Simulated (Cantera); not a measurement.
Cantera run:

```python
import numpy as np
import cantera as ct

gas_names = """
    H HNO HNO2 HNO3 HO2 H2 H2O H2O2 N NH NH2 NH3 NH2OH NO NO2 NO3 N2 N2H2 N2H4 N2O O OH O2 O3 Si SiH
    SiH2 SiH3 SiH4 SiN SiO SiO2 Si2 Si2N Si3
""".split()
cond_names = """
    H2O(s) H2O(L) Si(cr) Si(L) SiO2(Lqz) SiO2(hqz) SiO2(L) Si2N2O(s) Si3N4(a)
""".split()


# ... load() reads the species with a 1 bar reference pressure and builds the phases ...
atoms = {
    'Si3N4': {'Si': 3, 'N': 4},
    'N2O': {'N': 2, 'O': 1},
    'H2': {'H': 2},
}
top_T = {'Si2N2O(s)': 2100, 'Si3N4(a)': 2400}  # K; cautious upper limits of use, not melting points


# ... equilibrate(T, P, feed) seeds the gas with the atoms and calls Mixture.equilibrate('TP', solver="vcs", rtol=1e-11, max_steps=5000) ...
results = []
feed = {'Si3N4': 1, 'N2O': 0.13, 'H2': 30}  # mol
P = 5500  # Pa
for T in [950, 1050, 1150, 1250, 1350, 1450, 1550, 1650, 1750, 1850, 1950, 2050, 2150]:
    mix = equilibrate(T, P, feed)
    results.append((T, P, feed, dict(zip(mix.species_names, mix.species_moles))))

top = {s: max(r[3][s] / sum(r[3][g] for g in gas_names) for r in results) for s in gas_names}
cols = sorted((s for s in top if top[s] > 1e-06), key=lambda s: -top[s])[:8]
seen = [c for c in cond_names if any(r[3].get(c, 0) > 1e-12 for r in results)]
print("log10 of partial pressures in bar; condensed amounts in mol")
print(f"{'T/K':>10s}" + "".join(f"{s[:9]:>10s}" for s in cols + seen))
for T, P, feed, n in results:
    ng = sum(n[g] for g in gas_names)
    print(f"{T:10.4g}" + "".join(f"{np.log10(max(n[s] / ng * P / 1e5, 1e-99)):10.3f}" for s in cols)
          + "".join(f"{n.get(c, 0):10.4g}" for c in seen))
```

It prints:

```
log10 of partial pressures in bar; condensed amounts in mol
       T/K        H2        N2         H        Si       SiO       SiH      SiH2       Si2    Si(cr)     Si(L) Si2N2O(s)  Si3N4(a)
       950    -1.262    -3.501    -9.886   -22.524   -18.100   -21.103   -17.496   -33.684         0         0      0.13    0.9133
      1050    -1.262    -3.500    -8.722   -18.877   -15.026   -17.856   -14.928   -28.022         0         0      0.13    0.9133
      1150    -1.262    -3.500    -7.758   -15.869   -12.495   -15.179   -12.810   -23.354         0         0      0.13    0.9133
      1250    -1.262    -3.500    -6.947   -13.346   -10.376   -12.935   -11.032   -19.440         0         0      0.13    0.9133
      1350    -1.262    -3.500    -6.254   -11.201    -8.577   -11.028    -9.521   -16.114         0         0      0.13    0.9133
      1450    -1.262    -3.500    -5.655    -9.356    -7.031    -9.388    -8.220   -13.254         0         0    0.1299    0.9133
      1550    -1.262    -3.499    -5.133    -7.753    -5.690    -7.964    -7.091   -10.771         0         0    0.1289    0.9137
      1650    -1.265    -3.161    -4.674    -6.572    -4.627    -6.943    -6.328    -9.044    0.3047         0    0.1169     0.816
      1750    -1.291    -2.447    -4.279    -5.824    -3.810    -6.347    -5.972    -8.110         0     2.829   0.03923         0
      1850    -1.292    -2.440    -3.915    -5.191    -3.655    -5.840    -5.667    -7.346         0     2.864         0         0
      1950    -1.294    -2.441    -3.587    -4.623    -3.656    -5.386    -5.394    -6.661         0      2.85         0         0
      2050    -1.296    -2.443    -3.292    -4.112    -3.657    -4.978    -5.150    -6.045         0      2.81         0         0
      2150    -1.301    -2.446    -3.026    -3.649    -3.660    -4.610    -4.931    -5.488         0     2.705         0         0
```

Method: chemical equilibrium by Gibbs-energy minimisation in Cantera with the NASA 1993 tables (ideal gas, pure condensed phases). Mutual solubility and eutectic melting of coexisting phases are not modelled. The tables' values for SiN are old estimates; treat these amounts as uncertain. Gases not in the tables: Si2H6 and higher silanes.
